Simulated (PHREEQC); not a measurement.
Acid rinse or clean

Solution (25 °C): 0.012 mol/kgw HBr. Closed to the air; pH follows from the charge balance.

Model: ion-association model, phreeqc.dat, run in PHREEQC.

Each row changes one thing in this solution. This is a speciation only: nothing precipitates in the calculation.

```json
[
 {"case": "as made", "pH": "1.96", "ionic strength (mol/kgw)": "0.0120"},
 {"case": "HBr replaced by CdBr2 at the same molality", "pH": "6.30", "ionic strength (mol/kgw)": "0.0213"},
 {"case": "HBr replaced by CaBr2 at the same molality", "pH": "6.97", "ionic strength (mol/kgw)": "0.0360"},
 {"case": "HBr replaced by LiBr at the same molality", "pH": "6.99", "ionic strength (mol/kgw)": "0.0120"},
 {"case": "HBr from 0.012 to 0.0024 mol/kgw", "pH": "2.64", "ionic strength (mol/kgw)": "0.00240"},
 {"case": "0.0002 mol/kgw H2SiF6 added", "pH": "1.96", "ionic strength (mol/kgw)": "0.0121"},
 {"case": "diluted 2-fold with water", "pH": "2.25", "ionic strength (mol/kgw)": "0.00600"},
 {"case": "HBr from 0.012 to 0.0132 mol/kgw", "pH": "1.92", "ionic strength (mol/kgw)": "0.0132"}
]
```

Some of these states are supersaturated (in Quartz (slow to form), for instance). SiF6-2 is the database's only silicon fluoride.
